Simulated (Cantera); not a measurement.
Feed: 1 mol Si, 0.035 mol CO2, 1.4 mol N2, at 1700 K and 100000 Pa.

Cantera equilibrium calculation (NASA polynomials, part measured and part estimated; ideal gas, pure solids and liquids). Candidate condensed phases: C, Si, SiC, SiO2, Si2N2O, Si3N4; 34 gas species. Mutual solubility and eutectic melting of coexisting phases are not modelled. Equilibrium is a limit: real reactors are often held back by kinetics, nucleation or transport.

Base state: N2 0.998, CO 0.00192 (mole fractions); condensed: C(graphite) + Si2N2O(s) + Si3N4(s).

Question: What changes in the equilibrium state with this change: pressure from 100000 Pa to 610000 Pa?

Answer: 
```csv
species,before,after
N2,0.998,0.999
CO,0.00192,0.000576
"C(graphite), mol",0.0335,0.0346
"Si2N2O(s), mol",0.0685,0.0696
"Si3N4(s), mol",0.288,0.287
```

Question: What changes in the equilibrium state with this change: pressure from 100000 Pa to 2700 Pa?

Answer: 
```
species            before     after
----------------  -------  --------
N2                  0.998     0.997
CO                0.00192   0.00211
SiO               7.14e-6  0.000882
C(graphite), mol   0.0335         0
Si2N2O(s), mol     0.0685    0.0677
Si3N4(s), mol       0.288     0.277
SiC(s), mol             0    0.0333
```

Question: What changes in the equilibrium state with this change: CO2 from 0.035 to 0.26 mol?

Answer: 
| species | before | after |
|---|---|---|
| N2 | 0.998 | 0.978 |
| CO | 0.00192 | 0.0217 |
| SiO | 7.14e-6 | 2.43e-5 |
| C(graphite), mol | 0.0335 | 0.240 |
| Si2N2O(s), mol | 0.0685 | 0.500 |
| Si3N4(s), mol | 0.288 | 0 |
